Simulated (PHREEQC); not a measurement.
Solution (20 °C): 3 mol/kgw MgCl2, 0.049 mol/kgw Na2SO4 and 0.00055 mol/kgw H4SiO4. It is in equilibrium with CO2 at log p = -3.4 (atm). Otherwise closed; pH follows from the charge balance.

Model: Pitzer model, pitzer.dat, run in PHREEQC.

Problem. The ionic strength comes out as 9.15 mol/kgw. What activity coefficients do MgOH+, HCO3-, Na+, H+, Mg+2 get?

Solution. MgOH+ 1.6, HCO3- 0.095, Na+ 4.1, H+ 18, Mg+2 33. Single-ion values are on the MacInnes scale.

No solid was allowed to form. The solution is supersaturated, for example in SiO2(a), so a real one may precipitate; this is no full list. In brines, pH and single-ion activities rest on the MacInnes convention.
